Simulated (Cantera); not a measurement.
Cantera with NASA thermochemical tables; ideal gases at 1 bar, condensed phases pure. Values are per mole of reaction as written; species without (g) are pure solids or liquids, kept so even where they would boil at 1 bar.

N2(g) + 4 CrO3(g) = 2 Cr2N + 6 O2(g), with ΔH° = 920.6 kJ and ΔS° = 104.7 J/K at 300 K.

Problem. How far is the shortcut ΔG° ≈ ΔH°(300 K) − T·ΔS°(300 K) from the full temperature-dependent value at 425, 525, 625, 725, 825, 925 K?

Solution. 
| T (K) | shortcut (kJ) | full (kJ) | difference (kJ) | difference in log10 K |
|---|---|---|---|---|
| 425 | 876.1 | 874.9 | 1.1 | -0.14 |
| 525 | 865.6 | 862.4 | 3.2 | -0.32 |
| 625 | 855.1 | 849.2 | 5.9 | -0.49 |
| 725 | 844.7 | 835.6 | 9.1 | -0.66 |
| 825 | 834.2 | 821.4 | 12.8 | -0.81 |
| 925 | 823.7 | 806.9 | 16.8 | -0.95 |
The shortcut ignores the heat-capacity change of the reaction.
